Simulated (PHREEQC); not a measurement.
## Acid rinse or clean: speciation

Make-up at 25 °C: 0.0064 mol/kgw HCl. Closed to the air; pH follows from the charge balance.

All values are PHREEQC results (ion-association model, wateq4f.dat), not measurements.

```
Quantity                   Result
----------------  ---------------
pH                           2.23
ionic strength    0.00640 mol/kgw
total alkalinity     -6.40 meq/kg
```

| species | molality | activity | log γ |
|---|---|---|---|
| H+ | 0.00640 | 0.00593 | -0.033 |
| Cl- | 0.00640 | 0.00587 | -0.037 |

No solid was allowed to form.
